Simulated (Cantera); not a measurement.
Input: 1 mol TEOS, 2 mol O₂, held at 10.0 mbar.

Equilibrium computed with Cantera from the NASA thermochemical tables; the gas is ideal and each condensed phase is pure. Candidate condensed phases: C, C₆H₆, C₇H₈, C₈H₁₈, H₂O, Si, SiC, SiO₂; 123 gas species. The feed counts by its element totals alone. Equilibrium is a limit: real reactors are often held back by kinetics, nucleation or transport.

Q: At 948 K, list the 4 most abundant gas species with their mole fractions, and the condensed phases.

A: H₂ 0.625, CO 0.370, CO₂ 0.00240, H₂O 0.00224. Condensed: C(graphite) + SiO₂(β-quartz).
